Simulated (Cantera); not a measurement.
A Cantera script and what it prints.

```python
import numpy as np
import cantera as ct

gas_names = """
    H HO2 H2 H2O H2O2 O OH O2 O3 Pb PbO Pb2
""".split()
cond_names = """
    H2O(s) H2O(L) Pb(cr) Pb(L) PbO(rd) PbO(yw) PbO(L) PbO2(s) Pb3O4(s)
""".split()


# ... load() reads the species with a 1 bar reference pressure and builds the phases ...
atoms = {
    'PbO': {'Pb': 1, 'O': 1},
    'O2': {'O': 2},
    'H2': {'H': 2},
}
top_T = {'Pb3O4(s)': 820}  # K; cautious upper limits of use, not melting points


# ... equilibrate(T, P, feed) seeds the gas with the atoms and calls Mixture.equilibrate('TP', solver="vcs", rtol=1e-11, max_steps=5000) ...
results = []
feed = {'PbO': 1, 'O2': 1.2, 'H2': 0.81}  # mol
P = 11000  # Pa
for T in [525, 600, 675, 750, 825, 900, 975, 1050]:
    mix = equilibrate(T, P, feed)
    results.append((T, P, feed, dict(zip(mix.species_names, mix.species_moles))))
    x = sorted(zip(gas.X, gas.species_names), reverse=True)
    print(f"T = {T:g} K  P = {P:g} Pa  gas = {mix.phase_moles(0):.4g} mol")
    print("   x: " + "  ".join(f"{s} {v:.3e}" for v, s in x if v > 1e-06))
    print("   condensed (mol): " + ("  ".join(f"{mix.phase(i).name} {mix.phase_moles(i):.4g}"
          for i in range(1, mix.n_phases) if mix.phase_moles(i) > 1e-12) or "none"))
```

Result:

```
T = 525 K  P = 11000 Pa  gas = 1.438 mol
   x: H2O 5.632e-01  O2 4.368e-01
   condensed (mol): Pb3O4(s) 0.3333
T = 600 K  P = 11000 Pa  gas = 1.521 mol
   x: H2O 5.326e-01  O2 4.674e-01
   condensed (mol): PbO(rd) 0.4955  Pb3O4(s) 0.1682
T = 675 K  P = 11000 Pa  gas = 1.605 mol
   x: H2O 5.047e-01  O2 4.953e-01
   condensed (mol): PbO(rd) 1
T = 750 K  P = 11000 Pa  gas = 1.605 mol
   x: H2O 5.047e-01  O2 4.953e-01
   condensed (mol): PbO(rd) 1
T = 825 K  P = 11000 Pa  gas = 1.605 mol
   x: H2O 5.047e-01  O2 4.953e-01
   condensed (mol): PbO(yw) 1
T = 900 K  P = 11000 Pa  gas = 1.605 mol
   x: H2O 5.047e-01  O2 4.953e-01
   condensed (mol): PbO(yw) 1
T = 975 K  P = 11000 Pa  gas = 1.605 mol
   x: H2O 5.047e-01  O2 4.953e-01  PbO 1.180e-06
   condensed (mol): PbO(yw) 1
T = 1050 K  P = 11000 Pa  gas = 1.605 mol
   x: H2O 5.047e-01  O2 4.953e-01  PbO 1.346e-05  OH 1.410e-06
   condensed (mol): PbO(yw) 1
```

Method: chemical equilibrium by Gibbs-energy minimisation in Cantera with the NASA 1993 tables (ideal gas, pure condensed phases).
